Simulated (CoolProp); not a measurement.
Vapour-liquid equilibrium of n-butane (1) + cis-2-butene (2) at 332.3 K; x and y are mole fractions of (1).

The numbers come from the multi-fluid Helmholtz-energy mixture model, Bücker 2006 and Lemmon 2005; pair parameters Bell 2016 in CoolProp.

```
x     bubble pressure, mixture model (bar)  bubble pressure, Raoult's law (bar)  y, mixture model  y, Raoult's law
----  ------------------------------------  -----------------------------------  ----------------  ---------------
0.05                                 5.722                                5.696             0.057            0.055
0.15                                 5.818                                5.755             0.167            0.163
0.25                                 5.901                                5.813             0.271            0.269
0.35                                 5.971                                5.871             0.372            0.373
0.45                                 6.032                                5.930             0.470            0.474
0.55                                 6.085                                5.988             0.567            0.574
0.65                                 6.130                                6.046             0.663            0.672
0.75                                 6.170                                6.105             0.760            0.768
0.85                                 6.204                                6.163             0.856            0.862
0.95                                 6.236                                6.222             0.952            0.954
```

The largest gap from Raoult's law is +1.7 % in bubble pressure, at x = 0.45. No azeotrope shows between x = 0.05 and 0.95.

Pair parameters are fitted to limited data, so mixtures are less certain than the pure fluids.
